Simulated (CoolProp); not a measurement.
Vapour pressure (kPa) of dimethyl carbonate: the reference equation beside estimates from Tc = 557.0 K, pc = 4909 kPa, ω = 0.346. Clausius-Clapeyron is anchored at 436.7 K with a constant enthalpy of vaporisation of 28.64 kJ/mol.

Values from CoolProp's reference Helmholtz-energy equation of state, Zhou 2011.

```json
[
 {"T (K)": "424.6", "reference": "516.6", "Lee-Kesler": "524.7", "Clausius-Clapeyron": "535.2", "van der Waals": "1499", "Peng-Robinson": "520.1"},
 {"T (K)": "427.6", "reference": "551.9", "Lee-Kesler": "561.0", "Clausius-Clapeyron": "566.6", "van der Waals": "1551", "Peng-Robinson": "556.0"},
 {"T (K)": "430.7", "reference": "590.2", "Lee-Kesler": "600.5", "Clausius-Clapeyron": "600.4", "van der Waals": "1605", "Peng-Robinson": "595.2"},
 {"T (K)": "433.7", "reference": "629.2", "Lee-Kesler": "640.6", "Clausius-Clapeyron": "634.5", "van der Waals": "1658", "Peng-Robinson": "635.0"},
 {"T (K)": "436.7", "reference": "670.1", "Lee-Kesler": "682.7", "Clausius-Clapeyron": "670.1", "van der Waals": "1713", "Peng-Robinson": "676.8"},
 {"T (K)": "439.7", "reference": "713.0", "Lee-Kesler": "726.9", "Clausius-Clapeyron": "707.2", "van der Waals": "1769", "Peng-Robinson": "720.7"},
 {"T (K)": "442.8", "reference": "759.5", "Lee-Kesler": "774.7", "Clausius-Clapeyron": "747.0", "van der Waals": "1828", "Peng-Robinson": "768.4"},
 {"T (K)": "445.8", "reference": "806.7", "Lee-Kesler": "823.2", "Clausius-Clapeyron": "787.2", "van der Waals": "1886", "Peng-Robinson": "816.7"},
 {"T (K)": "448.8", "reference": "856.0", "Lee-Kesler": "874.0", "Clausius-Clapeyron": "828.9", "van der Waals": "1945", "Peng-Robinson": "867.4"},
 {"T (K)": "451.8", "reference": "907.7", "Lee-Kesler": "927.0", "Clausius-Clapeyron": "872.2", "van der Waals": "2005", "Peng-Robinson": "920.4"},
 {"T (K)": "454.9", "reference": "963.4", "Lee-Kesler": "984.3", "Clausius-Clapeyron": "918.8", "van der Waals": "2069", "Peng-Robinson": "977.7"},
 {"T (K)": "457.9", "reference": "1020", "Lee-Kesler": "1042", "Clausius-Clapeyron": "965.5", "van der Waals": "2132", "Peng-Robinson": "1036"}
]
```

Absolute difference from the reference over all 12 rows, mean and median: Lee-Kesler 1.9 and 2.0 %, Clausius-Clapeyron 2.6 and 2.5 %, van der Waals 146.4 and 144.4 %, Peng-Robinson 1.1 and 1.1 %.
